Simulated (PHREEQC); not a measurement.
**Brine: an equilibrium model**

Consider water at 20 °C with 1.8 mol Na2SO4 and 0.14 mol KCl per kg of water. Closed to the air; pH follows from the charge balance.

Equilibrium calculation in PHREEQC: Pitzer model, pitzer.dat.

Precipitation was switched off in this run.

Predict the activity of water, osmotic coefficient.

activity of water 0.937; osmotic coefficient 0.637.

Examples of supersaturated solids here: Mirabilite. Others may be too. Species that the database lacks are ignored.
